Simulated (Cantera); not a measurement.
A perfectly stirred reactor is fed with CO : H2 : O2 : N2 : H2O = 1 : 0.49 : 0.497 : 5.46 : 2.1 (molar parts), equivalence ratio 1.5, at 5.00 bar; it is adiabatic with a 550 K inlet, and is followed from long to short residence time, starting on the burning branch (τ in s: 0.087, 0.035, 0.014, 0.0058, 0.0024, 0.00096, 0.00039, 0.00016, 6.5e-05, 2.6e-05, 1.1e-05, 4.4e-06).

Model: GRI-Mech 3.0 (53 species, 325 reactions), integrated in Cantera. The hydrogen kinetics of GRI-Mech 3.0 are dated; newer H2 mechanisms differ, most at raised pressure.

**Question.** What does this change do: inlet temperature 550 to 773 K?

**Answer.** 
| quantity | before | after |
|---|---|---|
| blow-out, bracketed by the residence times tried | burning at 2.40 ms, out at 0.960 ms | burning at 0.160 ms, out at 65.0 µs |
| x(CO) at τ = 87.0 ms | 0.0247 | 0.0270 |
| x(H2) at τ = 87.0 ms | 0.0303 | 0.0279 |
| x(O2) at τ = 87.0 ms | 0.000141 | 8.01e-5 |
| x(H2O) at τ = 87.0 ms | 0.256 | 0.258 |
| x(CO2) at τ = 87.0 ms | 0.0858 | 0.0835 |
| x(CO) at τ = 0.390 ms | 0.105 | 0.0358 |
| x(H2) at τ = 0.390 ms | 0.0513 | 0.0226 |
| x(O2) at τ = 0.390 ms | 0.0521 | 0.00210 |
| x(H2O) at τ = 0.390 ms | 0.220 | 0.261 |
| x(CO2) at τ = 0.390 ms | <1e-12 | 0.0743 |
